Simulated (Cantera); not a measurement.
An isothermal, constant-pressure homogeneous reactor starts with 16.0 % H2, 13.3 % O2, 70.7 % N2, equivalence ratio 0.60, at 900 K and 63000 Pa.

Cantera simulation using the H2/O2 subset of GRI-Mech 3.0, which has no nitrogen chemistry; the numbers are that mechanism's predictions, not measurements. Below about 950 K walls govern HO2 and H2O2 in real vessels. The temperature is held fixed by assumption; the heat of reaction is taken as removed at once.

Task: Predict: x(H2) at 2.00 s; x(O2) at 2.00 s; x(H2O) at 2.00 s; x(OH) at 2.00 s; x(O) at 2.00 s; x(HO2) at 2.00 s; x(H2O2) at 2.00 s.

Result: 
```json
{
  "x(H2) at 2.00 s": "0.0688 (gas-phase equilibrium 2.93e-12)",
  "x(O2) at 2.00 s": "0.0901 (gas-phase equilibrium 0.0580)",
  "x(H2O) at 2.00 s": "0.0987 (gas-phase equilibrium 0.174)",
  "x(OH) at 2.00 s": "3.99e-8 (gas-phase equilibrium 1.41e-8)",
  "x(O) at 2.00 s": "4.55e-8 (gas-phase equilibrium 1.64e-12)",
  "x(HO2) at 2.00 s": "2.82e-5 (gas-phase equilibrium 7.05e-11)",
  "x(H2O2) at 2.00 s": "0.000457 (gas-phase equilibrium 2.26e-11)"
}
```
